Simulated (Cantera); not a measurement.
Feed: 1 mol CaO, 0.25 mol O₂, 0.11 mol CO₂, at 14.0 bar.

Cantera equilibrium calculation (NASA polynomials, part measured and part estimated; ideal gas, pure solids and liquids). Candidate condensed phases: C, Ca, CaCO₃, CaO; 15 gas species. Kinetics and transport are ignored. All values below are at 848 K.

Base state: O₂ 1.000, CO₂ 9.67e-5 (mole fractions); condensed: CaCO₃(calcite) + CaO(s).

What changes in the equilibrium state with this change: pressure from 14.0 bar to 13.3 mbar?


```tsv
species	before	after
O₂	1.000	0.898
CO₂	9.67e-5	0.102
CaCO₃(calcite), mol	0.110	0.0817
CaO(s), mol	0.890	0.918
```

What changes in the equilibrium state with this change: CaO replaced by Fe₂O₃?


```tsv
species	before	after
O₂	1.000	0.694
CO₂	9.67e-5	0.306
CaCO₃(calcite), mol	0.110	0
CaO(s), mol	0.890	0
Fe₂O₃(s), mol	0	1.00
```
Further candidate phases: Fe, Fe(CO)₅, FeO, Fe₂O₃, Fe₃O₄.
